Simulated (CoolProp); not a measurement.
Methane at several states: fugacity coefficient from the reference equation and from simpler models built on Tc = 190.6 K, pc = 45.99 bar, ω = 0.011; each cubic takes its own stable root.

Computed with CoolProp (reference Helmholtz-energy equation of state, Setzmann 1991).

| T (K) | p (bar) | phase | reference |
|---|---|---|---|
| 185.1 | 0.15 | gas | 0.9988 |
| 502.2 | 126 | supercritical | 1.005 |
| 139 | 2.71 | gas | 0.9512 |
| 241.9 | 10 | gas | 0.9653 |
| 512.6 | 221 | supercritical | 1.024 |

Q: How far does each simpler model (van der Waals, Redlich-Kwong, Soave-Redlich-Kwong, Peng-Robinson) lie from the reference over these 5 states: mean and median of the absolute difference, and the worst?

A: 
- van der Waals: mean 1.9 %, median 1.3 %, worst -5.0 % at 512.6 K and 221 bar
- Redlich-Kwong: mean 0.6 %, median 0.1 %, worst -1.7 % at 512.6 K and 221 bar
- Soave-Redlich-Kwong: mean 0.7 %, median 0.2 %, worst +2.1 % at 512.6 K and 221 bar
- Peng-Robinson: mean 1.0 %, median 0.7 %, worst -2.5 % at 512.6 K and 221 bar
